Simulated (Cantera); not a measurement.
A Cantera script and what it prints.

```python
import numpy as np
import cantera as ct

gas_names = """
    H H2O
""".split()
cond_names = """
    Cr2O3(s) Cr2O3(L) Cr(cr) Cr(L)
""".split()


def load(file, names, dense=False):
    # The tables refer to 1 bar. Condensed volumes are neglected.
    table = {s.name: s for s in ct.Species.list_from_file(file)}
    out = []
    for n in names:
        d = dict(table[n].input_data)
        d["thermo"] = dict(d["thermo"], **{"reference-pressure": 1e5})
        if dense:
            d["equation-of-state"] = {"model": "constant-volume", "density": "1e6 g/cm^3"}
        out.append(ct.Species.from_dict(d))
    return out


species = {s.name: s for s in load("nasa_gas.yaml", gas_names) + load("nasa_condensed.yaml", cond_names)}
# Each term lists the table entries of one substance; the one whose range holds T is used.
reactions = {
    'Cr2O3 + 6 H(g) = 3 H2O(g) + 2 Cr':
        [(-1, ['Cr2O3(s)', 'Cr2O3(L)']), (-6, ['H']), (3, ['H2O']), (2, ['Cr(cr)', 'Cr(L)'])],
}


def pick(names, T):
    return next(species[n] for n in names if species[n].thermo.min_temp <= T <= species[n].thermo.max_temp)


results = []
for label, terms in reactions.items():
    print(label)
    print("     T/K   dH/kJ  dS/(J/K)   dG/kJ   log10 K")
    for T in [2323, 2398, 2473, 2548, 2623, 2698, 2773]:
        used = [(nu, pick(names, T)) for nu, names in terms]
        dH = sum(nu * s.thermo.h(T) for nu, s in used) / 1e6
        dS = sum(nu * s.thermo.s(T) for nu, s in used) / 1e3
        dG = dH - T * dS / 1e3
        logK = -dG * 1e6 / (ct.gas_constant * T * np.log(10))
        results.append((label, T, dH, dS, dG, logK, [s.name for _, s in used]))
        print(f"{T:8g} {dH:8.1f} {dS:8.1f} {dG:8.1f} {logK:8.2f}")
```

Output:

```
Cr2O3 + 6 H(g) = 3 H2O(g) + 2 Cr
     T/K   dH/kJ  dS/(J/K)   dG/kJ   log10 K
    2323   -950.6   -260.9   -344.5     7.75
    2398   -952.6   -261.8   -324.9     7.08
    2473   -954.4   -262.5   -305.2     6.45
    2548   -956.3   -263.3   -285.5     5.85
    2623  -1088.1   -313.9   -264.7     5.27
    2698  -1090.8   -314.9   -241.2     4.67
    2773  -1093.5   -315.9   -217.5     4.10
```

Cantera with NASA thermochemical tables; ideal gases at 1 bar, condensed phases pure. Condensed species are held in their standard states even where they would react or evaporate.
